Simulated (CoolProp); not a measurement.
Vapour-liquid equilibrium of ethanol (1) + benzene (2) at 354.4 K; x and y are mole fractions of (1).

Values from CoolProp's multi-fluid Helmholtz-energy mixture model, Schroeder 2014 and Thol 2012; pair parameters Bell 2016.

```tsv
x	bubble pressure (MPa)	y at the bubble point	dew pressure at overall composition x (MPa)	liquid density (mol/L)
0.05	0.1247	0.190	0.1097	10.53
0.2	0.1517	0.395	0.1259	11.00
0.35	0.1581	0.454	0.1456	11.59
0.5	0.1591	0.487	0.1588	12.32
0.65	0.1568	0.535	0.1456	13.20
0.8	0.1466	0.641	0.1303	14.24
0.95	0.1233	0.875	0.1171	15.47
```

y crosses x between x = 0.35 and 0.5: the model has an azeotrope there.

Pair parameters are fitted to limited data, so mixtures are less certain than the pure fluids.
